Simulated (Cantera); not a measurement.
Cantera with NASA thermochemical tables; ideal gases at 1 bar, condensed phases pure. Values are per mole of reaction as written; species without (g) are pure solids or liquids, kept so even where they would boil at 1 bar.

Problem. Between 2450 and 2900 K, where is each reaction favourable under standard conditions?
- 2 Ta + 5 H2O2(g) ⇌ Ta2O5 + 5 H2O(g)

Solution. 
- 2 Ta + 5 H2O2(g) ⇌ Ta2O5 + 5 H2O(g): ΔG° is -2269 kJ at 2450 K and -2250 kJ at 2900 K; it stays negative (K > 1). ΔH° is -2357 kJ and ΔS° -37 J/K at 2900 K.
